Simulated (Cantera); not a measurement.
Cantera run:

```python
import numpy as np
import cantera as ct

gas_names = """
    H HO2 H2 H2O H2O2 O OH O2 O3 Pb PbO Pb2
""".split()
cond_names = """
    H2O(s) H2O(L) Pb(cr) Pb(L) PbO(rd) PbO(yw) PbO(L) PbO2(s) Pb3O4(s)
""".split()


# ... load() reads the species with a 1 bar reference pressure and builds the phases ...
atoms = {
    'Pb': {'Pb': 1},
    'H2': {'H': 2},
    'O2': {'O': 2},
}
top_T = {'Pb3O4(s)': 820}  # K; cautious upper limits of use, not melting points


# ... equilibrate(T, P, feed) seeds the gas with the atoms and calls Mixture.equilibrate('TP', solver="vcs", rtol=1e-11, max_steps=5000) ...
results = []
T = 973.15  # K
P = 15000  # Pa
for m in [0.35, 1.2, 2.1, 3, 3.9, 4.8, 5.7, 6.5]:
    feed = {'Pb': 1, 'H2': m, 'O2': 0.22}  # mol
    mix = equilibrate(T, P, feed)
    results.append((T, P, feed, dict(zip(mix.species_names, mix.species_moles))))

top = {s: max(r[3][s] / sum(r[3][g] for g in gas_names) for r in results) for s in gas_names}
cols = sorted((s for s in top if top[s] > 1e-06), key=lambda s: -top[s])[:7]
seen = [c for c in cond_names if any(r[3].get(c, 0) > 1e-12 for r in results)]
print("log10 of partial pressures in bar; condensed amounts in mol")
print(f"{'n(H2)':>10s}" + "".join(f"{s[:9]:>10s}" for s in cols + seen))
for T, P, feed, n in results:
    ng = sum(n[g] for g in gas_names)
    print(f"{feed['H2']:10.4g}" + "".join(f"{np.log10(max(n[s] / ng * P / 1e5, 1e-99)):10.3f}" for s in cols)
          + "".join(f"{n.get(c, 0):10.4g}" for c in seen))
```

It prints:

```
log10 of partial pressures in bar; condensed amounts in mol
     n(H2)       H2O        H2        Pb     Pb(L)   PbO(yw)
      0.35    -0.824    -4.699    -5.057    0.9099   0.09005
       1.2    -1.260    -1.022    -5.057    0.9999         0
       2.1    -1.503    -0.926    -5.057    0.9999         0
         3    -1.658    -0.893    -5.057    0.9998         0
       3.9    -1.772    -0.876    -5.057    0.9998         0
       4.8    -1.862    -0.866    -5.057    0.9997         0
       5.7    -1.936    -0.859    -5.057    0.9997         0
       6.5    -1.993    -0.854    -5.057    0.9996         0
```

Method: chemical equilibrium by Gibbs-energy minimisation in Cantera with the NASA 1993 tables (ideal gas, pure condensed phases).
